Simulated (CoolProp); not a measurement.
A Linde-Hampson liquefier for CF4 (R14): isothermal reversible compression at 290 K from 1 atm to 40 MPa, throttling to 1 atm, return gas leaving the recuperator 2 K below the feed. Each further row changes one setting.

Values from CoolProp's reference Helmholtz-energy equation of state, Platzer 1990. This equation is an older, rougher fit; its heat capacities, sound speeds and derivatives of the liquid may be far off and weren't checked against measurements.

| case | liquid yield per pass | compression work (kJ/kg of gas) |
|---|---|---|
| as stated | 0.313 | 147 |
| warm-end temperature 320 K | 0.249 | 169 |
| warm-end gap 7 K | 0.302 | 147 |
